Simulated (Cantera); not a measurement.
A Cantera script and what it prints.

```python
import numpy as np
import cantera as ct

gas_names = """
    H HO2 H2 H2O H2O2 O OH O2 O3 Si SiH SiH2 SiH3 SiH4 SiO SiO2 Si2 Si3
""".split()
cond_names = """
    H2O(s) H2O(L) Si(cr) Si(L) SiO2(Lqz) SiO2(hqz) SiO2(L)
""".split()


# ... load() reads the species with a 1 bar reference pressure and builds the phases ...
atoms = {
    'SiO2': {'Si': 1, 'O': 2},
    'H2': {'H': 2},
}
top_T = {}  # K; cautious upper limits of use, not melting points


# ... equilibrate(T, P, feed) seeds the gas with the atoms and calls Mixture.equilibrate('TP', solver="vcs", rtol=1e-11, max_steps=5000) ...
results = []
feed = {'SiO2': 1, 'H2': 8.3}  # mol
P = 73000  # Pa
for T in [750, 850, 950, 1050, 1150, 1250, 1350, 1450, 1550, 1650, 1750]:
    mix = equilibrate(T, P, feed)
    results.append((T, P, feed, dict(zip(mix.species_names, mix.species_moles))))

top = {s: max(r[3][s] / sum(r[3][g] for g in gas_names) for r in results) for s in gas_names}
cols = sorted((s for s in top if top[s] > 1e-05), key=lambda s: -top[s])[:5]
seen = [c for c in cond_names if any(r[3].get(c, 0) > 1e-12 for r in results)]
print("log10 of partial pressures in bar; condensed amounts in mol")
print(f"{'T/K':>10s}" + "".join(f"{s[:9]:>10s}" for s in cols + seen))
for T, P, feed, n in results:
    ng = sum(n[g] for g in gas_names)
    print(f"{T:10.4g}" + "".join(f"{np.log10(max(n[s] / ng * P / 1e5, 1e-99)):10.3f}" for s in cols)
          + "".join(f"{n.get(c, 0):10.4g}" for c in seen))
```

It prints:

```
log10 of partial pressures in bar; condensed amounts in mol
       T/K        H2       H2O       SiO         H SiO2(Lqz) SiO2(hqz)   SiO2(L)
       750    -0.137   -10.752   -17.354   -12.568         1         0         0
       850    -0.137    -9.553   -13.983   -10.757         0         1         0
       950    -0.137    -8.615   -11.336    -9.323         0         1         0
      1050    -0.137    -7.853    -9.207    -8.159         0         1         0
      1150    -0.137    -7.157    -7.524    -7.196         0         1         0
      1250    -0.137    -6.329    -6.362    -6.384         0         1         0
      1350    -0.137    -5.500    -5.503    -5.691         0         1         0
      1450    -0.137    -4.776    -4.777    -5.093         0    0.9998         0
      1550    -0.137    -4.148    -4.148    -4.570         0    0.9992         0
      1650    -0.137    -3.598    -3.598    -4.110         0    0.9971         0
      1750    -0.138    -3.116    -3.116    -3.702         0         0    0.9913
```

Method: chemical equilibrium by Gibbs-energy minimisation in Cantera with the NASA 1993 tables (ideal gas, pure condensed phases). The tables hold silica as quartz up to 1696 K and as liquid above; real silica turns to tridymite and cristobalite and melts near 1996 K.
